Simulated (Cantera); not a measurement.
## Gas activation for diamond growth

A perfectly stirred reactor is fed with 1.18 % CH4, 98.6 % H2, 0.256 % N2, at 9.00 Torr; it is held at 2525 K, and followed from long to short residence time.

Detailed kinetics in Cantera: GRI-Mech 3.0 (53 species, 325 reactions). GRI-Mech 3.0 stops at C3 and has no aromatics, soot or wall deposition, so with more carbon than oxygen in the feed, carbon stays in small species such as C2H2 where larger ones or solid carbon would form. Radical loss at walls, strong at low pressure, is not modelled.

| τ (s) | x CH4 | x H2 | x C2H2 | x C2H | x C2H6 | x H | x C2H4 |
|---|---|---|---|---|---|---|---|
| 20 | 1.05e-6 | 0.771 | 0.00484 | 0.000105 | <1e-12 | 0.221 | 3.08e-8 |
| 3.6 | 2.44e-6 | 0.789 | 0.00500 | 9.73e-5 | <1e-12 | 0.203 | 3.83e-8 |
| 0.66 | 1.65e-5 | 0.855 | 0.00528 | 6.39e-5 | 8.26e-12 | 0.137 | 9.32e-8 |
| 0.12 | 0.000228 | 0.929 | 0.00536 | 2.71e-5 | 9.26e-10 | 0.0624 | 6.09e-7 |
| 0.022 | 0.00135 | 0.955 | 0.00456 | 1.30e-5 | 2.05e-8 | 0.0360 | 4.02e-6 |
| 0.0041 | 0.00487 | 0.966 | 0.00231 | 4.00e-6 | 1.62e-7 | 0.0222 | 1.77e-5 |
| 0.00076 | 0.00979 | 0.977 | 0.000154 | 1.04e-7 | 1.98e-7 | 0.00876 | 1.32e-5 |
x: mole fraction; the columns are a selection and need not sum to one.
